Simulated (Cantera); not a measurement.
Charge: 1 mol TiO2, 71 mol HCl, at 1698.15 K.

Method: chemical equilibrium by Gibbs-energy minimisation in Cantera with the NASA 1993 tables (ideal gas, pure condensed phases). Candidate condensed phases: H2O, Ti, TiCl2, TiCl3, TiCl4, TiO, TiO2, Ti2O3, Ti3O5, Ti4O7; 23 gas species. Mutual solubility and eutectic melting of coexisting phases are not modelled. The tables' values for TiCl2 are old estimates; treat these amounts as uncertain. Condensed phases not in the tables: Magnéli phases beyond Ti4O7. Gases not in the tables: TiO(OH)2. Equilibrium is a limit: real reactors are often held back by kinetics, nucleation or transport.

x: gas mole fraction; n: condensed amount in mol.

```csv
P (Pa),x HCl,x Cl,x H2,x H2O,x H,n TiO2(rutile),n Ti4O7(s)
1,0.808,0.124,0.0537,0.00316,0.0106,?,0.231
3.60,0.871,0.0841,0.0378,0.00222,0.00469,?,0.132
13,0.914,0.0556,0.0264,0.00155,0.00206,0.920,0.00541
46,0.941,0.0371,0.0177,0.00183,0.000899,0.930,0
170,0.960,0.0243,0.0116,0.00225,0.000378,0.916,0
600,0.972,0.0161,0.00765,0.00288,0.000164,0.894,0
2200,0.978,0.0105,0.00498,0.00394,6.89e-5,0.858,0
7700,0.981,0.00693,0.00330,0.00558,3.00e-5,0.800,0
28000,0.981,0.00445,0.00220,0.00827,1.28e-5,?,0
100000,0.977,0.00283,0.00151,0.0124,5.63e-6,?,0
```

Task: Complete the blanks.

Result: 
- 1, n TiO2(rutile): 0.0662
- 3.60, n TiO2(rutile): 0.450
- 28000, n TiO2(rutile): 0.706
- 100000, n TiO2(rutile): 0.563
